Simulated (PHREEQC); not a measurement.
A solution holds 0.011 mol/kgw NaH2PO4, 0.0019 mol/kgw HCl and 0.0012 mol/kgw H3AsO4, at 75 °C. Closed to the air; pH follows from the charge balance.

Computed with PHREEQC (ion-association model, wateq4f.dat).

```csv
quantity,before,after
pH,3.04,3.23
ionic strength (mol/kgw),0.0120,0.0430
H2PO4- (mol/kgw),0.00916,0.00983
H3PO4 (mol/kgw),0.00184,0.00117
HPO4-2 (mol/kgw),1.13e-6,2.39e-6
NaHPO4- (mol/kgw),1.49e-8,2.23e-8
SI of Halite (NaCl),-6.47,-6.55
```

Problem. Name the change that produced these shifts.
(A) 0.011 mol/kgw Rb2SO4 added
(B) H3AsO4 replaced by Na2HAsO4 at the same molality
(C) diluted 2-fold with water
(D) H3AsO4 left out
(E) temperature from 75 to 80 °C

Solution. A, 0.011 mol/kgw Rb2SO4 added

This is a speciation only: nothing precipitates in the calculation. H3PO4, which wateq4f.dat lacks, is added to it with the constant of phreeqc.dat. Constants without temperature data keep their 25 °C values here.
